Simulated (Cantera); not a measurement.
**Equilibrium for carbothermic reduction: MgO + CO + H2**

Charge: 1 mol MgO, 1.8 mol CO, a varied amount of H2, equilibrated at 0.000390 bar.

Cantera equilibrium calculation (NASA polynomials, part measured and part estimated; ideal gas, pure solids and liquids). Candidate condensed phases: C, C6H6, C7H8, C8H18, H2O, Mg, MgCO3, MgO, Mg(OH)2; 116 gas species. The numbers say what is thermodynamically allowed, not how fast it happens.

Stable condensed phases:

```
T in K \ n(H2) in mol
         0.61 0.85  1.2  1.6  2.3  3.2  4.5  6.2  8.7
   2425     A    A    A    A    A    A    A    A    A
   2375     A    A    A    A    A    A    A    A    A
   2325     A    A    A    A    A    A    A    A    A
   2275     A    A    A    A    A    A    A    A    A
   2225     A    A    A    A    A    A    A    A    A
   2175     B    B    A    A    A    A    A    A    A
   2125     B    B    B    A    A    A    A    A    A
   2075     B    B    B    B    A    A    A    A    A
   2025     B    B    B    B    B    B    A    A    A
   1975     B    B    B    B    B    B    B    A    A
   1925     B    B    B    B    B    B    B    B    A
   1875     B    B    B    B    B    B    B    B    B
   1825     B    B    B    B    B    B    B    B    B
   1775     B    B    B    B    B    B    B    B    B
```

A: gas only; B: MgO.
